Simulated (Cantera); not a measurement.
Charge: 1 mol HgO, 0.59 mol O₂, 1.3 mol H₂, held at 300 °C and 1.40 bar.

Method: chemical equilibrium by Gibbs-energy minimisation in Cantera with the NASA 1993 tables (ideal gas, pure condensed phases). Candidate condensed phases: H₂O, Hg, HgO; 10 gas species. Kinetics and transport are ignored.

Base state: H₂O 0.915, Hg 0.0846, O₂ 2.60e-5 (mole fractions); condensed: HgO(s).

What changes in the equilibrium state with this change: O₂ from 0.59 to 0.016 mol?


```tsv
species	before	after
H₂O	0.915	0.609
Hg	0.0846	0.233
H₂	<1e-9	0.158
O₂	2.60e-5	<1e-9
HgO(s), mol	0.880	0
Hg(l), mol	0	0.606
```

What changes in the equilibrium state with this change: O₂ from 0.59 to 0.88 mol?


| species | before | after |
|---|---|---|
| H₂O | 0.915 | 0.848 |
| O₂ | 2.60e-5 | 0.151 |
| Hg | 0.0846 | 0.00111 |
| HgO(s), mol | 0.880 | 0.998 |
